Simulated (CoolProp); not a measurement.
Saturated liquid density (kg/m³) of the fluoroketone C6F12O (FK-5-1-12): the reference equation beside estimates from Tc = 441.8 K, pc = 18.69 bar, ω = 0.471.

Computed with CoolProp (reference Helmholtz-energy equation of state, McLinden 2015).

| T (K) | reference | van der Waals | Redlich-Kwong |
|---|---|---|---|
| 246.6 | 1749 | 1019 | 1506 |
| 256.7 | 1721 | 1004 | 1481 |
| 266.7 | (withheld) | 988.7 | 1455 |
| 276.8 | 1665 | 972.9 | 1427 |
| 286.9 | 1636 | (withheld) | 1399 |
| 296.9 | 1606 | 939.7 | 1369 |
| 307 | 1575 | 921.9 | (withheld) |
| 317.1 | 1543 | 903.4 | 1305 |

Task: Complete the blanks.

Result: 
- 266.7, reference: 1694
- 286.9, van der Waals: 956.5
- 307, Redlich-Kwong: 1338

Absolute difference from the reference over all 8 rows, mean and median: van der Waals 41.6 and 41.6 %, Redlich-Kwong 14.5 and 14.4 %.
